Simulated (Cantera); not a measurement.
Charge: 1 mol BN, 0.75 mol O2, 0.81 mol H2, at 1548 K and 3.00e-5 bar.

Equilibrium computed with Cantera from the NASA thermochemical tables; the gas is ideal and each condensed phase is pure. Candidate condensed phases: B, BN, B2O3, B3O3H3, H2O; 39 gas species. The numbers say what is thermodynamically allowed, not how fast it happens.

Base state: H2 0.401, N2 0.275, B2O3 0.218, HBO2 0.0560, HBO 0.0272, B2O2 0.0121, BO 0.00587, H 0.00356 (mole fractions); condensed: gas only.

Question: What changes in the equilibrium state with this change: pressure from 3.00e-5 bar to 0.000200 bar?

Answer: 
```
species    before     after
-------  --------  --------
H2          0.401     0.404
N2          0.275     0.276
B2O3        0.218     0.220
BO        0.00587   0.00234
H         0.00356   0.00138
B2O2       0.0121    0.0128
HBO        0.0272    0.0281
HBO2       0.0560    0.0550
BO2       2.04e-5   7.74e-6
H2O      0.000603  0.000576
```

Question: What changes in the equilibrium state with this change: H2 from 0.81 to 5.3 mol?

Answer: 
| species | before | after |
|---|---|---|
| H2 | 0.401 | 0.808 |
| N2 | 0.275 | 0.0790 |
| B2O3 | 0.218 | 0.0474 |
| B2O2 | 0.0121 | 0.00380 |
| HBO2 | 0.0560 | 0.0308 |
| HBO | 0.0272 | 0.0216 |
| BO2 | 2.04e-5 | 7.92e-6 |
| BO | 0.00587 | 0.00329 |
